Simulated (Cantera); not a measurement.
**Carbothermic reduction: MgO + C + CO**

A closed system holds: 1 mol MgO, 3.7 mol C, 1.8 mol CO, held at 0.165 Torr.

Method: chemical equilibrium by Gibbs-energy minimisation in Cantera with the NASA 1993 tables (ideal gas, pure condensed phases). Candidate condensed phases: C, Mg, MgCO3, MgO; 15 gas species. The numbers say what is thermodynamically allowed, not how fast it happens.

| T (K) | x CO | x Mg | x CO2 | x Mg2 | x C | x C3 | n C(graphite) | n MgO(s) |
|---|---|---|---|---|---|---|---|---|
| 875 | 0.998 | <1e-12 | 0.00235 | <1e-12 | <1e-12 | <1e-12 | 3.70 | 1.00 |
| 950 | 1.000 | 2.94e-12 | 0.000368 | <1e-12 | <1e-12 | <1e-12 | 3.70 | 1.00 |
| 1025 | 1.000 | 1.00e-9 | 7.57e-5 | <1e-12 | <1e-12 | <1e-12 | 3.70 | 1.00 |
| 1100 | 1.000 | 1.53e-7 | 1.94e-5 | <1e-12 | <1e-12 | <1e-12 | 3.70 | 1.00 |
| 1175 | 1.000 | 1.21e-5 | 5.96e-6 | <1e-12 | <1e-12 | <1e-12 | 3.70 | 1.000 |
| 1250 | 0.999 | 0.000563 | 2.11e-6 | <1e-12 | <1e-12 | <1e-12 | 3.70 | 0.999 |
| 1325 | 0.983 | 0.0171 | 8.21e-7 | 2.28e-11 | <1e-12 | <1e-12 | 3.67 | 0.968 |
| 1400 | 0.737 | 0.263 | 2.05e-7 | 4.72e-9 | <1e-12 | <1e-12 | 2.70 | 0 |
| 1475 | 0.737 | 0.263 | 9.93e-8 | 4.15e-9 | <1e-12 | <1e-12 | 2.70 | 0 |
| 1550 | 0.737 | 0.263 | 5.17e-8 | 3.67e-9 | <1e-12 | <1e-12 | 2.70 | 0 |
| 1625 | 0.737 | 0.263 | 2.87e-8 | 3.26e-9 | 6.57e-12 | 1.37e-12 | 2.70 | 0 |
| 1700 | 0.737 | 0.263 | 1.69e-8 | 2.91e-9 | 6.85e-11 | 2.04e-11 | 2.70 | 0 |
| 1775 | 0.737 | 0.263 | 1.04e-8 | 2.61e-9 | 5.85e-10 | 2.40e-10 | 2.70 | 0 |
| 1850 | 0.737 | 0.263 | 6.66e-9 | 2.35e-9 | 4.20e-9 | 2.30e-9 | 2.70 | 0 |
x: gas mole fraction; n: condensed amount in mol.

From 875 K to 1325 K the condensed part is C(graphite) + MgO(s). From 1400 K to 1850 K the condensed part is C(graphite).
